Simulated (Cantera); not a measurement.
Mixture: 11.4 % CH3OH, 17.0 % O2, 71.6 % N2, equivalence ratio 1.0, at 101000 Pa, adiabatic and at constant pressure. Ignition delay is the time to a rise of 400 K.

Cantera simulation using GRI-Mech 3.0 (53 species, 325 reactions); the numbers are that mechanism's predictions, not measurements. GRI-Mech 3.0 was tuned for natural gas; its chemistry of methanol as a main component is partial and can be far from experiment.

Q: Predict: delay at 1300 K; delay at 1500 K; delay at 1700 K; delay at 1900 K; delay at 2100 K; apparent activation energy between 1900 and 2100 K.

A: 
| Property | Value |
|---|---|
| delay at 1300 K | 2.18 ms |
| delay at 1500 K | 0.231 ms |
| delay at 1700 K | 49.2 µs |
| delay at 1900 K | 15.8 µs |
| delay at 2100 K | 6.98 µs |
| apparent activation energy between 1900 and 2100 K | 140 kJ/mol |
